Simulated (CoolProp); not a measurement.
Vapour-liquid equilibrium of carbon dioxide (1) + CHF3 (R23) (2) at 1.14 MPa; x and y are mole fractions of (1).

The numbers come from the multi-fluid Helmholtz-energy mixture model, Span 1996 and Penoncello 2003; pair parameters Bell 2016 in CoolProp.

```tsv
x	bubble temperature, mixture model (°C)	bubble temperature, Raoult's law (°C)	y, mixture model	y, Raoult's law
0.05	-27.2	-26.9	___	0.069
0.125	-28.4	-27.8	___	0.168
0.2	-29.5	-28.7	0.263	0.262
0.275	-30.6	-29.6	0.350	0.350
0.35	-31.6	-30.4	___	0.433
0.425	-32.5	-31.2	___	0.512
0.5	-33.3	-31.9	0.575	0.586
0.575	-34.0	-32.7	___	0.657
0.65	-34.6	-33.4	0.706	0.725
0.725	___	-34.1	0.768	0.789
0.8	___	-34.8	0.829	0.850
0.875	-36.0	-35.4	0.891	0.909
0.95	-36.3	-36.1	0.955	0.964
```

**Question.** Fill in the missing entries.

**Answer.** 
- 0.05, y, mixture model: 0.070
- 0.125, y, mixture model: 0.170
- 0.35, y, mixture model: 0.430
- 0.425, y, mixture model: 0.505
- 0.575, y, mixture model: 0.642
- 0.725, bubble temperature, mixture model (°C): -35.1
- 0.8, bubble temperature, mixture model (°C): -35.6

The largest gap from Raoult's law is -1.4 K in bubble temperature, at x = 0.5. No azeotrope shows between x = 0.05 and 0.95.

The pair parameters rest on a limited set of measurements; away from them the model extrapolates.
